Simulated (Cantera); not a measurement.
An adiabatic, constant-volume homogeneous reactor starts with 2.64 % CH4, 0.101 % H2, 8.75 % O2, 87.5 % N2, 0.952 % CO2, at 1450 K and 1.00 atm.

Cantera simulation using GRI-Mech 3.0 (53 species, 325 reactions); the numbers are that mechanism's predictions, not measurements.

Predict: time of steepest temperature rise; temperature at 0.500 s; equilibrium temperature; x(H2) at 0.500 s; x(O2) at 0.500 s; x(H2O) at 0.500 s.


```json
{
  "time_of_steepest_temperature_rise": "2.96 ms",
  "temperature at 0.500 s": "2161 K",
  "equilibrium_temperature": "2158 K",
  "x(H2) at 0.500 s": "0.000214 (gas-phase equilibrium 0.000213)",
  "x(O2) at 0.500 s": "0.0321 (gas-phase equilibrium 0.0317)",
  "x(H2O) at 0.500 s": "0.0528 (gas-phase equilibrium 0.0528)"
}
```
